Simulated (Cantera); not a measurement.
Input (Python, Cantera) and output of one run.

```python
import numpy as np
import cantera as ct

gas_names = [...]  # 115 gases of nasa_gas.yaml made of C, Ca, H, O
cond_names = """
    C(gr) C6H6(L) C7H8(L) C8H18(L),n-octa Ca(a) Ca(b) Ca(L) CaCO3(caL) CaO(s) CaO(L) CaO2H2(s) H2O(s)
    H2O(L)
""".split()


# ... load() reads the species with a 1 bar reference pressure and builds the phases ...
atoms = {
    'CaCO3': {'Ca': 1, 'C': 1, 'O': 3},
    'H2O': {'H': 2, 'O': 1},
    'CO2': {'C': 1, 'O': 2},
}
top_T = {'C(gr)': 4500}  # K; cautious upper limits of use, not melting points


# ... equilibrate(T, P, feed) seeds the gas with the atoms and calls Mixture.equilibrate('TP', solver="vcs", rtol=1e-11, max_steps=5000) ...
results = []
feed = {'CaCO3': 1, 'H2O': 0.049, 'CO2': 5.1}  # mol
T = 1273.15  # K
P = 6600  # Pa
mix = equilibrate(T, P, feed)
results.append((T, P, feed, dict(zip(mix.species_names, mix.species_moles))))
print(gas.report(threshold=0.0001))
for i in range(1, mix.n_phases):
    print(f"{mix.phase(i).name:16s} {mix.phase_moles(i):12.5e} mol")
```

Output:

```
       temperature   1273.2 K
          pressure   6600 Pa
           density   0.027309 kg/m^3
  mean mol. weight   43.801 kg/kmol
   phase of matter   gas

                          1 kg             1 kmol
                     ---------------   ---------------
          enthalpy       -7.8488e+06       -3.4378e+08  J
   internal energy       -8.0905e+06       -3.5437e+08  J
           entropy            6971.8        3.0537e+05  J/K
    Gibbs function       -1.6725e+07       -7.3256e+08  J
 heat capacity c_p            1292.3             56603  J/K
 heat capacity c_v            1102.5             48289  J/K

                      mass frac. Y      mole frac. X     chem. pot. / RT
                     ---------------   ---------------   ---------------
               CO2           0.99666           0.99194           -69.312
               H2O         0.0032772          0.007968           -56.068
     [ +113 minor]        6.1999e-05        9.3032e-05

C(gr)             0.00000e+00 mol
Ca(L)             0.00000e+00 mol
CaO(s)            1.00000e+00 mol
```

Method: chemical equilibrium by Gibbs-energy minimisation in Cantera with the NASA 1993 tables (ideal gas, pure condensed phases).
